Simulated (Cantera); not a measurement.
Input: 1 mol MgO, 0.082 mol H₂S, 0.35 mol O₂, held at 100 Torr.

Cantera equilibrium calculation (NASA polynomials, part measured and part estimated; ideal gas, pure solids and liquids). Candidate condensed phases: H₂O, H₂SO₄, Mg, MgO, Mg(OH)₂, MgS, MgSO₄, S; 26 gas species. Mutual solubility and eutectic melting of coexisting phases are not modelled. Equilibrium is a limit: real reactors are often held back by kinetics, nucleation or transport.

Q: Which condensed phases are stable at each of these points (T (K)): 975, 1025, 1075, 1125, 1175, 1225, 1275, 1325, 1375, 1425, 1475, 1525?

A: 
```tsv
T (K)	condensed phases	Mg condensed (%)
975	MgO(s) + MgSO₄(s)	100.0
1025	MgO(s) + MgSO₄(s)	100.0
1075	MgO(s) + MgSO₄(s)	100.0
1125	MgO(s) + MgSO₄(s)	100.0
1175	MgO(s) + MgSO₄(s)	100.0
1225	MgO(s)	100.0
1275	MgO(s)	100.0
1325	MgO(s)	100.0
1375	MgO(s)	100.0
1425	MgO(s)	100.0
1475	MgO(s)	100.0
1525	MgO(s)	100.0
```

From 975 K to 1175 K the condensed part is MgO(s) + MgSO₄(s). From 1225 K to 1525 K the condensed part is MgO(s).
